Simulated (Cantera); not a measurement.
Charge: 1 mol Ca(OH)2, 0.1 mol H2, 1.1 mol CO2, 0.73 mol H2O, equilibrated at 575 K and 0.230 bar.

Method: chemical equilibrium by Gibbs-energy minimisation in Cantera with the NASA 1993 tables (ideal gas, pure condensed phases). Candidate condensed phases: C, C6H6, C7H8, C8H18, Ca, CaCO3, CaO, Ca(OH)2, H2O; 115 gas species. Kinetics and transport are ignored.

Base state: H2O 0.907, CO2 0.0492, H2 0.0408, CH4 0.00282, CO 5.57e-5 (mole fractions); condensed: CaCO3(calcite).

### Question
What changes in the equilibrium state with this change: H2 from 0.1 to 1 mol?

### Answer
```
species               before     after
-------------------  -------  --------
H2O                    0.907     0.732
H2                    0.0408     0.230
CH4                  0.00282    0.0376
CO2                   0.0492  0.000426
CO                   5.57e-5   3.36e-6
CaCO3(calcite), mol     1.00      1.00
```

### Question
What changes in the equilibrium state with this change: temperature from 575 K to 923 K?

### Answer
```json
[
 {"species": "H2O", "before": "0.907", "after": "0.898"},
 {"species": "H2", "before": "0.0408", "after": "0.0504"},
 {"species": "CO2", "before": "0.0492", "after": "0.0504"},
 {"species": "CH4", "before": "0.00282", "after": "3.76e-9"},
 {"species": "CO", "before": "5.57e-5", "after": "0.00139"},
 {"species": "CaCO3(calcite), mol", "before": "1.00", "after": "1.00"}
]
```

### Question
What changes in the equilibrium state with this change: temperature from 575 K to 1625 K?

### Answer
```
species               before    after
-------------------  -------  -------
H2O                    0.907    0.612
CO2                   0.0492    0.353
CO                   5.57e-5   0.0219
H2                    0.0408   0.0122
CH4                  0.00282    <1e-9
OH                     <1e-9  3.43e-5
H                      <1e-9  1.63e-5
CaCO3(calcite), mol     1.00        0
CaO(s), mol                0    1.000
```
